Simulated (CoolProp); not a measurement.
Vapour-liquid equilibrium of ethanol (1) + benzene (2) at 0.259 MPa; x and y are mole fractions of (1).

Computed with CoolProp (multi-fluid Helmholtz-energy mixture model, Schroeder 2014 and Thol 2012; pair parameters Bell 2016).

```
x     bubble temperature (K)  y at the bubble point  dew temperature at overall composition x (K)  liquid density (mol/L)
----  ----------------------  ---------------------  --------------------------------------------  ----------------------
0.05                   380.2                  0.190                                         385.4                   10.14
0.2                    372.2                  0.406                                         379.8                   10.70
0.35                   370.3                  0.476                                         374.2                   11.30
0.5                    369.9                  0.517                                         370.0                   12.01
0.65                   370.2                  0.574                                         371.2                   12.87
0.8                    371.9                  0.687                                         373.9                   13.86
0.95                   375.7                  0.902                                         376.6                   14.99
```

y crosses x between x = 0.5 and 0.65: the model has an azeotrope there.

Pair parameters are fitted to limited data, so mixtures are less certain than the pure fluids.
